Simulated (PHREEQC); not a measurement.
A made-up water analysis in mg/L, 25 °C, pH 6.55, pe 9.4:

| constituent | mg/L |
|---|---|
| Na | 1.36 |
| K | 0.0276 |
| Ca | 4.37 |
| Mg | 0.28 |
| Cl | 1.2 |
| S(6) as SO4 | 5.01 |
| Alkalinity as HCO3 | 10.1 |
| Cd | 0.0431 |
| Br | 0.491 |

Cl is adjusted to close the charge balance.
Valence states are taken as typed.

The numbers come from PHREEQC with the ion-association model, wateq4f.dat.

The ionic strength comes out as 0.000471 mol/kgw.

```
species  molality  activity   log γ
-------  --------  --------  ------
HCO3-    0.000166  0.000161  -0.011
Ca+2     0.000108   9.78e-5  -0.043
CO2      0.000102  0.000102   0.000
Na+       5.91e-5   5.77e-5  -0.011
SO4-2     5.11e-5   4.63e-5  -0.043
Cl-       2.57e-5   2.51e-5  -0.011
Mg+2      1.14e-5   1.03e-5  -0.042
Br-       6.14e-6   5.99e-6  -0.011
CaSO4     9.04e-7   9.04e-7   0.000
K+        7.06e-7   6.88e-7  -0.011
Cd+2      3.76e-7   3.40e-7  -0.043
H+        2.89e-7   2.82e-7  -0.010
CaHCO3+   2.06e-7   2.01e-7  -0.011
MgSO4     1.12e-7   1.12e-7   0.000
```

Precipitation was switched off in this run. Complexes and solids missing from the database can't appear.
